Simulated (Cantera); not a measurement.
## Thermodynamics of silicon epitaxy and polysilicon growth, feed SiCl₄ + N₂

Charge: 1 mol SiCl₄, 15 mol N₂, held at 133 Pa.

Cantera equilibrium calculation (NASA polynomials, part measured and part estimated; ideal gas, pure solids and liquids). Candidate condensed phases: Si, Si₃N₄; 13 gas species. The tables' values for SiCl₃ are old estimates; treat these amounts as uncertain. Equilibrium is a limit: real reactors are often held back by kinetics, nucleation or transport.

From 1050 K to 1325 K nothing is condensed. The main Si-bearing gas is SiCl₄ throughout.

```json
[
 {"T (K)": "1050", "x N₂": "0.937", "x SiCl₄": "0.0625", "x Cl": "1.05e-5", "x SiCl₃": "1.10e-5", "x SiCl₂": "3.48e-8", "x Cl₂": "2.36e-7"},
 {"T (K)": "1075", "x N₂": "0.937", "x SiCl₄": "0.0625", "x Cl": "1.79e-5", "x SiCl₃": "1.84e-5", "x SiCl₂": "8.59e-8", "x Cl₂": "3.50e-7"},
 {"T (K)": "1100", "x N₂": "0.937", "x SiCl₄": "0.0625", "x Cl": "2.96e-5", "x SiCl₃": "3.02e-5", "x SiCl₂": "2.03e-7", "x Cl₂": "5.09e-7"},
 {"T (K)": "1125", "x N₂": "0.937", "x SiCl₄": "0.0624", "x Cl": "4.79e-5", "x SiCl₃": "4.85e-5", "x SiCl₂": "4.63e-7", "x Cl₂": "7.28e-7"},
 {"T (K)": "1150", "x N₂": "0.937", "x SiCl₄": "0.0624", "x Cl": "7.61e-5", "x SiCl₃": "7.61e-5", "x SiCl₂": "1.02e-6", "x Cl₂": "1.03e-6"},
 {"T (K)": "1175", "x N₂": "0.937", "x SiCl₄": "0.0624", "x Cl": "0.000119", "x SiCl₃": "0.000117", "x SiCl₂": "2.15e-6", "x Cl₂": "1.43e-6"},
 {"T (K)": "1200", "x N₂": "0.937", "x SiCl₄": "0.0623", "x Cl": "0.000181", "x SiCl₃": "0.000177", "x SiCl₂": "4.39e-6", "x Cl₂": "1.97e-6"},
 {"T (K)": "1225", "x N₂": "0.937", "x SiCl₄": "0.0622", "x Cl": "0.000273", "x SiCl₃": "0.000261", "x SiCl₂": "8.69e-6", "x Cl₂": "2.68e-6"},
 {"T (K)": "1250", "x N₂": "0.937", "x SiCl₄": "0.0621", "x Cl": "0.000406", "x SiCl₃": "0.000380", "x SiCl₂": "1.66e-5", "x Cl₂": "3.61e-6"},
 {"T (K)": "1275", "x N₂": "0.937", "x SiCl₄": "0.0619", "x Cl": "0.000595", "x SiCl₃": "0.000543", "x SiCl₂": "3.09e-5", "x Cl₂": "4.83e-6"},
 {"T (K)": "1300", "x N₂": "0.937", "x SiCl₄": "0.0616", "x Cl": "0.000860", "x SiCl₃": "0.000761", "x SiCl₂": "5.58e-5", "x Cl₂": "6.41e-6"},
 {"T (K)": "1325", "x N₂": "0.936", "x SiCl₄": "0.0613", "x Cl": "0.00123", "x SiCl₃": "0.00105", "x SiCl₂": "9.79e-5", "x Cl₂": "8.46e-6"}
]
```
x: gas mole fraction; nothing condenses.
